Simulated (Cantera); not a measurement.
Charge: 1 mol HgO, 14 mol N₂, at 1 atm.

Cantera equilibrium calculation (NASA polynomials, part measured and part estimated; ideal gas, pure solids and liquids). Candidate condensed phases: Hg, HgO; 10 gas species. Equilibrium is a limit: real reactors are often held back by kinetics, nucleation or transport. All values below are at 727 °C.

Base state: N₂ 0.903, Hg 0.0645, O₂ 0.0323, NO 1.31e-5 (mole fractions); condensed: gas only.

Problem. What changes in the equilibrium state with this change: HgO replaced by PbO?

Solution. 
```json
[
 {"species": "N₂", "before": "0.903", "after": "1.00"},
 {"species": "O₂", "before": "0.0323", "after": "2.43e-8"},
 {"species": "NO", "before": "1.31e-5", "after": "1.20e-8"},
 {"species": "Hg", "before": "0.0645", "after": "0"},
 {"species": "PbO(yellow), mol", "before": "0", "after": "1.000"}
]
```
Further candidate phases: Pb, PbO, PbO₂, Pb₃O₄.
